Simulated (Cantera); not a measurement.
**Hydrocarbon pyrolysis for carbon deposition**

An isothermal, constant-pressure homogeneous reactor starts with 20.4 % C3H8, 79.6 % H2, at 1650 K and 0.0750 atm.

Cantera simulation using GRI-Mech 3.0 (53 species, 325 reactions); the numbers are that mechanism's predictions, not measurements. GRI-Mech 3.0 was tuned for natural gas; its chemistry of propane as a main component is partial and can be far from experiment. GRI-Mech 3.0 stops at C3 and has no aromatics, soot or wall deposition, so with more carbon than oxygen in the feed, carbon stays in small species such as C2H2 where larger ones or solid carbon would form.

```csv
t (s),x C3H8,x H2,x CH3,x H,x C2H2
0.000200,0.000355,0.676,0.00722,0.00145,0.0473
0.000485,4.57e-6,0.686,0.00270,0.000593,0.0720
0.00118,1.53e-7,0.693,0.00126,0.000288,0.0917
0.00285,3.22e-8,0.700,0.000741,0.000175,0.110
0.00691,1.70e-8,0.707,0.000645,0.000158,0.129
0.0168,1.76e-8,0.714,0.000725,0.000188,0.144
0.0406,1.57e-8,0.722,0.000711,0.000201,0.149
0.0985,1.01e-8,0.736,0.000617,0.000211,0.156
0.239,4.25e-9,0.757,0.000464,0.000229,0.165
0.579,9.78e-10,0.780,0.000283,0.000256,0.176
1.40,1.46e-10,0.796,0.000139,0.000281,0.183
3.40,3.08e-11,0.804,6.42e-5,0.000294,0.186
8.25,1.48e-11,0.806,3.85e-5,0.000298,0.188
20.0,1.31e-11,0.806,3.49e-5,0.000298,0.188
```
x: mole fraction; the columns are a selection and need not sum to one.

Equilibrium at this temperature and pressure: C3H8 1.31e-11, H2 0.806, CH3 3.49e-5, H 0.000298, C2H2 0.188 (gas phase only).
